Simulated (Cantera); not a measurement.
A perfectly stirred reactor is fed with CH4 : H2O : H2 = 1 : 2.8 : 0.11 (molar parts), at 101000 Pa; it is held at 1975 K, and followed from long to short residence time.

Computed with Cantera and GRI-Mech 3.0 (53 species, 325 reactions).

Task: What does this change do: CH4 1 to 4.4 parts?

Result: 
```tsv
quantity	before	after
x(CH4) at τ = 0.570 s	0.00302	0.00861
x(H2O) at τ = 0.570 s	0.293	0.0169
x(H2) at τ = 0.570 s	0.536	0.732
x(CH2O) at τ = 0.570 s	6.58e-7	1.17e-7
x(C2H) at τ = 0.570 s	2.48e-8	1.66e-6
x(CH4) at τ = 52.0 ms	0.0131	0.0244
x(H2O) at τ = 52.0 ms	0.340	0.0821
x(H2) at τ = 52.0 ms	0.493	0.671
x(CH2O) at τ = 52.0 ms	3.55e-6	9.75e-7
x(C2H) at τ = 52.0 ms	4.03e-7	2.54e-6
```
GRI-Mech 3.0 stops at C3 and has no aromatics, soot or wall deposition, so with more carbon than oxygen in the feed, carbon stays in small species such as C2H2 where larger ones or solid carbon would form.
